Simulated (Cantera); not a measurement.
# Reactions in the system Cu-F-O

Source: NASA polynomial tables (part measured, part estimated), evaluated in Cantera. Values are per mole of reaction as written; species without (g) are pure solids or liquids, kept so even where they would boil at 1 bar.

O₃(g) + 6 CuF₂(g) → 3 Cu₂O + 12 F(g)

| T (K) | ΔH° (kJ) | ΔS° (J/K) | ΔG° (kJ) | log10 K | condensed phases |
|---|---|---|---|---|---|
| 300 | 1900.7 | 341.4 | 1798.2 | -313.09 | Cu₂O(s) |
| 2050 | 2304.3 | 693.4 | 882.9 | -22.50 | Cu₂O(l) |
| 2075 | 2307.4 | 694.9 | 865.6 | -21.79 | Cu₂O(l) |
| 2100 | 2310.6 | 696.4 | 848.2 | -21.10 | Cu₂O(l) |
| 2125 | 2313.6 | 697.8 | 830.7 | -20.42 | Cu₂O(l) |
| 2150 | 2316.7 | 699.3 | 813.3 | -19.76 | Cu₂O(l) |
| 2175 | 2319.7 | 700.7 | 795.8 | -19.11 | Cu₂O(l) |
| 2200 | 2322.7 | 702.0 | 778.2 | -18.48 | Cu₂O(l) |
| 2225 | 2325.7 | 703.4 | 760.7 | -17.86 | Cu₂O(l) |
| 2250 | 2328.6 | 704.7 | 743.1 | -17.25 | Cu₂O(l) |
| 2275 | 2331.5 | 706.0 | 725.4 | -16.66 | Cu₂O(l) |
